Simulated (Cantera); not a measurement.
Input (Python, Cantera):

```python
import numpy as np
import cantera as ct

gas = ct.Solution("gri30.yaml")
gas.TPX = 1398, 13332, {'H2': 1.7, 'O2': 1, 'N2': 18}
inlet = ct.Reservoir(gas, clone=True)

reactor = ct.IdealGasConstPressureReactor(gas, energy="off", clone=False)
exhaust = ct.Reservoir(gas, clone=True)
tau = [17, 6.5, 2.5, 0.96, 0.37, 0.14, 0.055, 0.021, 0.0081, 0.0031, 0.0012][0]
for a, b in ((inlet, reactor), (reactor, exhaust)):
    ct.MassFlowController(a, b, mdot=lambda t: reactor.mass / tau)
net = ct.ReactorNet([reactor])
show = ['H2', 'O2', 'HO2', 'NO', 'NO2', 'O', 'N2O']

rows = []
print(f"{'tau/s':>10s}{'T/K':>9s}" + "".join(f"{s:>11s}" for s in show))
for tau in [17, 6.5, 2.5, 0.96, 0.37, 0.14, 0.055, 0.021, 0.0081, 0.0031, 0.0012]:
    net.initial_time = 0.0
    net.advance(30 * tau)
    before = gas.X
    net.advance(40 * tau)
    drift = np.max(np.abs(gas.X - before) / (gas.X + 1e-9))
    rows.append([gas.T, *gas[show].X, drift])
    print(f"{tau:10.3e}{gas.T:9.1f}" + "".join(f"{x:11.3e}" for x in gas[show].X))
```

Result:

```
     tau/s      T/K         H2         O2        HO2         NO        NO2          O        N2O
 1.700e+01   1398.0  2.038e-04  7.581e-03  1.907e-07  2.296e-06  4.188e-10  3.631e-05  4.552e-08
 6.500e+00   1398.0  3.796e-04  7.639e-03  2.783e-07  2.199e-06  2.603e-10  6.847e-05  3.612e-08
 2.500e+00   1398.0  6.939e-04  7.761e-03  3.708e-07  2.533e-06  1.884e-10  1.280e-04  2.797e-08
 9.600e-01   1398.0  1.237e-03  8.001e-03  4.577e-07  3.445e-06  1.620e-10  2.377e-04  2.166e-08
 3.700e-01   1398.0  2.116e-03  8.435e-03  5.364e-07  5.042e-06  1.580e-10  4.350e-04  1.712e-08
 1.400e-01   1398.0  3.455e-03  9.180e-03  6.157e-07  7.341e-06  1.647e-10  7.918e-04  1.395e-08
 5.500e-02   1398.0  5.186e-03  1.027e-02  6.994e-07  9.831e-06  1.736e-10  1.376e-03  1.192e-08
 2.100e-02   1398.0  7.315e-03  1.181e-02  7.963e-07  1.184e-05  1.759e-10  2.343e-03  1.055e-08
 8.100e-03   1398.0  9.525e-03  1.368e-02  8.960e-07  1.207e-05  1.604e-10  3.727e-03  9.668e-09
 3.100e-03   1398.0  1.164e-02  1.566e-02  9.871e-07  9.756e-06  1.208e-10  5.377e-03  9.029e-09
 1.200e-03   1398.0  1.386e-02  1.757e-02  1.065e-06  5.931e-06  7.009e-11  6.718e-03  8.412e-09
```

Model: GRI-Mech 3.0 (53 species, 325 reactions), integrated in Cantera. The temperature is held fixed by assumption; the heat of reaction is taken as removed at once.
